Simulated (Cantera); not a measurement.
Input: 1 mol Si3N4, 4.9 mol N2O, 14 mol H2, at 1548.15 K.

Method: chemical equilibrium by Gibbs-energy minimisation in Cantera with the NASA 1993 tables (ideal gas, pure condensed phases). Candidate condensed phases: H2O, Si, SiO2, Si2N2O, Si3N4; 35 gas species. Mutual solubility and eutectic melting of coexisting phases are not modelled. The tables hold silica as quartz up to 1696 K and as liquid above; real silica turns to tridymite and cristobalite and melts near 1996 K. The numbers say what is thermodynamically allowed, not how fast it happens.

### Question
What share of the Si ends up in condensed phases as a function of P (Pa), at 0.100, 2.50, 63, 1600, 40000, 1000000?

### Answer
| P (Pa) | Si condensed (%) | as |
|---|---|---|
| 0.100 | 31.5 | SiO2(β-quartz) |
| 2.50 | 61.0 | SiO2(β-quartz) |
| 63 | 63.2 | SiO2(β-quartz) |
| 1600 | 98.1 | SiO2(β-quartz) + Si2N2O(s) |
| 40000 | 100.0 | SiO2(β-quartz) + Si2N2O(s) |
| 1000000 | 100.0 | SiO2(β-quartz) + Si2N2O(s) |
